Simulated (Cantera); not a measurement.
A perfectly stirred reactor is fed with 45.5 % NH3, 54.5 % H2, at 0.0132 atm; it is held at 2375 K, and followed from long to short residence time.

Model: the gas-phase N/H chemistry of the illustrative SiF4/NH3 mechanism in the Surface Chemkin manual (1991), integrated in Cantera. Walls and surfaces, which speed up NH3 decomposition in real reactors, are not modelled.

x: mole fraction; the columns are a selection and need not sum to one.

| τ (s) | x NH3 | x H2 | x N2 | x N2H2 | x N2H4 |
|---|---|---|---|---|---|
| 6.8 | 0.000129 | 0.796 | 0.152 | ? | <1e-12 |
| 2.4 | 0.00543 | 0.831 | 0.153 | ? | 2.11e-11 |
| 0.87 | 0.0259 | 0.822 | 0.147 | ? | 1.33e-10 |
| 0.31 | 0.0727 | 0.792 | 0.130 | ? | 5.17e-10 |
| 0.11 | 0.160 | 0.735 | 0.100 | ? | 1.52e-9 |
| 0.040 | 0.273 | 0.661 | 0.0612 | ? | 3.15e-9 |
| 0.014 | 0.370 | 0.598 | 0.0275 | 1.22e-5 | 4.65e-9 |
| 0.0052 | 0.421 | 0.564 | 0.00992 | 1.25e-5 | 5.00e-9 |

Q: Fill in the missing entries.

A: 
- 6.8, x N2H2: 8.92e-9
- 2.4, x N2H2: 1.77e-7
- 0.87, x N2H2: 6.64e-7
- 0.31, x N2H2: 1.93e-6
- 0.11, x N2H2: 4.70e-6
- 0.040, x N2H2: 8.75e-6
